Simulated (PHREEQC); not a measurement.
Leach liquor (model solution)

Dissolve 32 mmol/kgw H2SO4, 36 mmol/kgw CuSO4 and 0.34 mmol/kgw Na2SO4 at 12 °C. It is in equilibrium with CO2 at log p = -1 (atm). Otherwise closed; pH follows from the charge balance.

Equilibrium calculation in PHREEQC: ion-association model, wateq4f.dat.

Each row changes one thing in this solution. This is a speciation only: nothing precipitates in the calculation.

```
case                                             pH  ionic strength (mol/kgw)  HSO4- (mol/kgw)  SO4-2 (mol/kgw)  Cu+2 (mol/kgw)  CuSO4 (mol/kgw)  SI of Chalcanthite (CuSO4:5H2O)  SI of Mirabilite (Na2SO4:10H2O)
---------------------------------------------  ----  ------------------------  ---------------  ---------------  --------------  ---------------  -------------------------------  -------------------------------
as made                                        1.52                     0.130           0.0274           0.0269          0.0220           0.0140                            -1.43                            -6.89
H2SO4 replaced by NaHSO4 at the same molality  1.87                     0.143           0.0156           0.0352             [?]           0.0158                            -1.37                            -3.44
diluted 5-fold with water                      2.08                    0.0331          0.00319          0.00830         0.00503          0.00217                            -2.24                            -8.51
H2SO4 from 0.032 to 0.32 mol/kgw               0.58                     0.465            0.298              [?]          0.0249           0.0111                            -1.51                            -6.96
Na2SO4 from 0.00034 to 0.000306 mol/kgw        1.52                     0.130           0.0273           0.0269          0.0220           0.0140                            -1.43                            -6.98
temperature from 12 to 20 °C                   1.54                     0.127           0.0289           0.0254          0.0220           0.0140                            -1.48                              [?]
H2SO4 from 0.032 to 0.0288 mol/kgw             1.57                     0.126           0.0245           0.0265          0.0219           0.0141                              [?]                            -6.89
0.0004 mol/kgw HNO3 added                      1.52                     0.130           0.0275           0.0268          0.0220           0.0140                            -1.43                            -6.89
H2SO4 replaced by Li2SO4 at the same molality  4.21                     0.163              [?]           0.0467          0.0184           0.0175                            -1.33                            -6.72
```

Problem. Some entries are withheld; supply them.

Solution. 
- H2SO4 replaced by NaHSO4 at the same molality, Cu+2 (mol/kgw): 0.0202
- H2SO4 from 0.032 to 0.32 mol/kgw, SO4-2 (mol/kgw): 0.0473
- temperature from 12 to 20 °C, SI of Mirabilite (Na2SO4:10H2O): -7.31
- H2SO4 from 0.032 to 0.0288 mol/kgw, SI of Chalcanthite (CuSO4:5H2O): -1.42
- H2SO4 replaced by Li2SO4 at the same molality, HSO4- (mol/kgw): 9.18e-5

Species that the database lacks are ignored. At this temperature some constants are extrapolated from 25 °C, and those without enthalpy data are left unchanged.
